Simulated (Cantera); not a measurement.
# Transport properties of process gases

Gas mixture: 100 % C2H6, at 7.50 Torr, frozen composition.

Cantera's kinetic-theory transport with the Lennard-Jones parameters of GRI-Mech 3.0, ideal gas; thermal conductivity in the multicomponent form. The composition is frozen, though it would react at the higher temperatures.

```csv
T (K),ρ (kg/m³),cp (J/kg/K),μ (µPa s),λ (mW/m/K),Pr,D (cm²/s) NH3,D (cm²/s) H2O,D (cm²/s) H
400,0.00904,2167,12.3,35.5,0.752,26.0,26.8,143
550,0.00658,2784,16.2,60.1,0.753,48.1,49.9,254
700,0.00517,3308,19.7,86.6,0.753,75.5,78.7,388
850,0.00425,3717,22.9,113,0.752,108,113,542
1000,0.00362,4080,25.7,140,0.751,144,151,716
1150,0.00314,4365,28.4,165,0.750,184,194,908
1300,0.00278,4601,31.0,190,0.749,228,240,1120
1450,0.00249,4796,33.4,214,0.748,276,291,1340
1600,0.00226,4957,35.7,237,0.747,327,344,1580
```
D: mixture-averaged diffusion coefficient of that species in the mixture.
